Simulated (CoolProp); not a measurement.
Tetrahydrofuran along the isobar 9.5 MPa: fugacity coefficient from the reference equation and from simpler models built on Tc = 267.0 °C, pc = 5.304 MPa, ω = 0.234; each cubic takes its own stable root.

Computed with CoolProp (reference Helmholtz-energy equation of state, Fiedler 2023).

```tsv
T (°C)	phase	reference
32.65	liquid	0.004236
46.65	liquid	0.007228
60.65	liquid	0.01167
74.75	liquid	0.01802
88.75	liquid	0.02660
102.75	liquid	0.03783
116.75	liquid	0.05209
130.75	liquid	0.06968
144.75	liquid	0.09082
158.75	liquid	0.1157
```

### Question
How far does each simpler model (van der Waals, Soave-Redlich-Kwong, Peng-Robinson) lie from the reference over these 10 states: mean and median of the absolute difference, and the worst?

### Answer
- van der Waals: mean 418.3 %, median 304.2 %, worst +1119.3 % at 32.65 °C and 9.5 MPa
- Soave-Redlich-Kwong: mean 1.9 %, median 1.7 %, worst +4.0 % at 158.75 °C and 9.5 MPa
- Peng-Robinson: mean 1.5 %, median 1.6 %, worst -1.9 % at 74.75 °C and 9.5 MPa
